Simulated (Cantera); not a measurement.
A Cantera script and its output.

```python
import numpy as np
import cantera as ct

gas = ct.Solution("gri30.yaml")
gas.TPX = 1498, 320000, {'CH4': 1, 'CO': 0.032, 'O2': 3.48, 'N2': 13.1}
reactor = ct.IdealGasReactor(gas, energy="on", clone=False)
net = ct.ReactorNet([reactor])
net.rtol, net.atol = 1e-08, 1e-16
show = ['CH4', 'CO', 'O2', 'NO2', 'C2H2', 'HCO']
times = np.geomspace(5e-06, 2, 13)

steps = ct.SolutionArray(gas, extra=["t"])
rows = []
print(f"{'t/s':>10s}{'T/K':>9s}{'P/Pa':>11s}" + "".join(f"{s:>11s}" for s in show))
for t in times:
    while net.time < t:
        t_next = net.step()
        steps.append(gas.state, t=t_next)
    rows.append([np.interp(t, steps.t, y) for y in (steps.T, steps.P, *steps(*show).X.T)])
    print(f"{t:10.3e}{rows[-1][0]:9.1f}{rows[-1][1]:11.4g}" + "".join(f"{x:11.3e}" for x in rows[-1][2:]))
rate = np.gradient(steps.T, steps.t)
print("integrator steps:", len(steps.t))
if steps.T.max() > steps.T[0] + 200:
    print(f"time of steepest temperature rise: {steps.t[rate.argmax()]:.4e} s")
gas.TPX = 1498, 320000, {'CH4': 1, 'CO': 0.032, 'O2': 3.48, 'N2': 13.1}
gas.equilibrate("UV")
print(f"equilibrium (UV): T = {gas.T:.1f} K  " + "  ".join(f"{s} {gas[s].X[0]:.3e}" for s in show))
```

Result:

```
       t/s      T/K       P/Pa        CH4         CO         O2        NO2       C2H2        HCO
 5.000e-06   1498.0    3.2e+05  5.678e-02  1.817e-03  1.976e-01  7.573e-20  4.812e-16  8.445e-13
 1.465e-05   1498.0    3.2e+05  5.677e-02  1.817e-03  1.976e-01  2.759e-18  5.655e-14  8.335e-12
 4.292e-05   1498.0    3.2e+05  5.675e-02  1.817e-03  1.976e-01  1.315e-16  9.124e-12  1.389e-10
 1.257e-04   1499.1  3.203e+05  5.642e-02  1.827e-03  1.974e-01  9.515e-15  3.499e-09  5.364e-09
 3.684e-04   1653.0  3.554e+05  3.784e-02  9.785e-03  1.801e-01  3.814e-11  3.989e-05  6.373e-06
 1.079e-03   2731.9  5.903e+05  5.124e-17  8.408e-03  7.618e-02  1.225e-05  1.935e-20  6.889e-09
 3.162e-03   2720.7  5.877e+05  4.826e-17  8.217e-03  7.309e-02  1.880e-05  1.692e-20  6.470e-09
 9.265e-03   2720.1  5.875e+05  4.811e-17  8.207e-03  7.293e-02  1.913e-05  1.680e-20  6.450e-09
 2.714e-02   2720.1  5.875e+05  4.811e-17  8.207e-03  7.293e-02  1.913e-05  1.680e-20  6.450e-09
 7.953e-02   2720.1  5.875e+05  4.811e-17  8.207e-03  7.293e-02  1.913e-05  1.680e-20  6.450e-09
 2.330e-01   2720.1  5.875e+05  4.811e-17  8.207e-03  7.293e-02  1.913e-05  1.680e-20  6.450e-09
 6.826e-01   2720.1  5.875e+05  4.811e-17  8.207e-03  7.293e-02  1.913e-05  1.680e-20  6.450e-09
 2.000e+00   2720.1  5.875e+05  4.811e-17  8.207e-03  7.293e-02  1.913e-05  1.680e-20  6.450e-09
integrator steps: 1954
time of steepest temperature rise: 3.8057e-04 s
equilibrium (UV): T = 2720.1 K  CH4 6.797e-17  CO 8.207e-03  O2 7.293e-02  NO2 1.913e-05  C2H2 1.862e-20  HCO 6.450e-09
```

Cantera simulation using GRI-Mech 3.0 (53 species, 325 reactions); the numbers are that mechanism's predictions, not measurements.
